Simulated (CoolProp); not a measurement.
Computed with CoolProp (reference Helmholtz-energy equation of state, Zhou 2014).

Q: Give the vapour pressure (kPa), liquid cp (kJ/(kg K)), vapour Z, surface tension (mN/m) of saturated cyclohexane at 436.9 K.

A: 
```json
[
 {"T (K)": "436.9", "p (kPa)": "722", "liquid cp (kJ/(kg K))": "2.60", "vapour Z": "0.851", "surface tension (mN/m)": "9.08"}
]
```

Surface tension comes from a separate correlation (Mulero 2012).
